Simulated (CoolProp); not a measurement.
Vapour-liquid equilibrium of ethylene (1) + propane (2) at 0.251 MPa; x and y are mole fractions of (1).

Model: multi-fluid Helmholtz-energy mixture model, Smukala 2000 and Lemmon 2009; pair parameters Bell 2016, in CoolProp.

Give the bubble temperature and the first vapour's composition at x = 0.2, 0.275, 0.5. Is there an azeotrope?

x = 0.2: -52.8 °C, y = 0.789; x = 0.275: -59.9 °C, y = 0.864; x = 0.5: -72.9 °C, y = 0.952. No azeotrope shows between x = 0.05 and 0.95.

The pair parameters rest on a limited set of measurements; away from them the model extrapolates. The gap from Raoult's law changes sign with composition, which may be real or a fault of the pair parameters; it wasn't checked against measurements.
